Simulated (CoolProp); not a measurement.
The numbers come from the reference Helmholtz-energy equation of state, Lemmon 2006 in CoolProp. It is a short technical equation, of lower accuracy than the large ones.

Question: For isopentane, give the phase and the Joule-Thomson coefficient (K/MPa), expansivity (1/kK), conductivity (mW/(m K)) at 133.55 °C and 317 kPa.

Answer: 
- 133.55 °C and 317 kPa: gas; Joule-Thomson coefficient 11.7, expansivity 2.91, conductivity 27.7

Thermal conductivity comes from a separate model (Vassiliou 2015).
